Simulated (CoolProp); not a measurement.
Model: reference Helmholtz-energy equation of state, Bücker 2006, in CoolProp.

Task: For ethane, give the phase and the density (kg/m³), cv (kJ/(kg K)), isothermal compressibility (1/MPa), expansivity (1/kK) at 287.5 K and 26.3 bar; 323.9 K and 26.3 bar; 348.1 K and 26.3 bar.

Result: 
- 287.5 K and 26.3 bar: gas; density 45.9, cv 1.61, isothermal compressibility 0.588, expansivity 9.97
- 323.9 K and 26.3 bar: gas; density 35.4, cv 1.66, isothermal compressibility 0.469, expansivity 5.52
- 348.1 K and 26.3 bar: gas; density 31.4, cv 1.73, isothermal compressibility 0.441, expansivity 4.45
